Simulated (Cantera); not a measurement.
Cantera run:

```python
import numpy as np
import cantera as ct

gas_names = """
    F F2 H HF H2 H2F2 H3F3 H4F4 H5F5 H6F6 H7F7 N NF NF2 NF3 NH NH2 NH3 N2 N2H2 N2H4 Si SiF SiF2 SiF3
    SiF4 SiH SiHF3 SiH2 SiH2F2 SiH3 SiH3F SiH4 SiN Si2 Si2N Si3
""".split()
cond_names = """
    Si(cr) Si(L) Si3N4(a)
""".split()


def load(file, names, dense=False):
    # The tables refer to 1 bar. Condensed volumes are neglected.
    table = {s.name: s for s in ct.Species.list_from_file(file)}
    out = []
    for n in names:
        d = dict(table[n].input_data)
        d["thermo"] = dict(d["thermo"], **{"reference-pressure": 1e5})
        if dense:
            d["equation-of-state"] = {"model": "constant-volume", "density": "1e6 g/cm^3"}
        out.append(ct.Species.from_dict(d))
    return out


gas = ct.Solution(thermo="ideal-gas", species=load("nasa_gas.yaml", gas_names))
cond = {s.name: ct.Solution(thermo="fixed-stoichiometry", species=[s], name=s.name)
        for s in load("nasa_condensed.yaml", cond_names, dense=True)}
atoms = {
    'SiF4': {'Si': 1, 'F': 4},
    'N2': {'N': 2},
    'NH3': {'N': 1, 'H': 3},
}
top_T = {'Si3N4(a)': 2400}  # K; cautious upper limits of use, not melting points


def equilibrate(T, P, feed):
    n = {}
    for name, mol in feed.items():
        for a, k in atoms[name].items():
            n[a] = n.get(a, 0.0) + k * mol
    gas.TPX = T, P, n
    mass = sum(n.values()) * gas.mean_molecular_weight
    gas.equilibrate("TP")
    valid = [c for c in cond.values() if c.min_temp <= T <= top_T.get(c.name, c.max_temp)]
    mix = ct.Mixture([(gas, mass / gas.mean_molecular_weight)] + [(c, 0.0) for c in valid])
    mix.T, mix.P = T, P
    mix.equilibrate("TP", solver="vcs", rtol=1e-11, max_steps=5000)
    return mix


results = []
feed = {'SiF4': 1, 'N2': 74, 'NH3': 2.2}  # mol
T = 1323  # K
P = 1000  # Pa
mix = equilibrate(T, P, feed)
results.append((T, P, feed, dict(zip(mix.species_names, mix.species_moles))))
x = sorted(zip(gas.X, gas.species_names), reverse=True)
print(f"T = {T:g} K  P = {P:g} Pa  gas = {mix.phase_moles(0):.4g} mol")
print("   x: " + "  ".join(f"{s} {v:.3e}" for v, s in x if v > 0.0001))
print("   condensed (mol): " + ("  ".join(f"{mix.phase(i).name} {mix.phase_moles(i):.4g}"
      for i in range(1, mix.n_phases) if mix.phase_moles(i) > 1e-12) or "none"))
```

Result:

```
T = 1323 K  P = 1000 Pa  gas = 79.43 mol
   x: N2 9.455e-01  H2 4.105e-02  SiF4 1.187e-02  HF 9.287e-04  SiF3 5.724e-04
   condensed (mol): Si3N4(a) 0.001659
```

These are equilibrium values from Cantera (NASA tables, ideal gas, pure condensed phases), not measurements of a reactor. The tables' values for SiF3, SiF2 are old estimates; treat these amounts as uncertain.
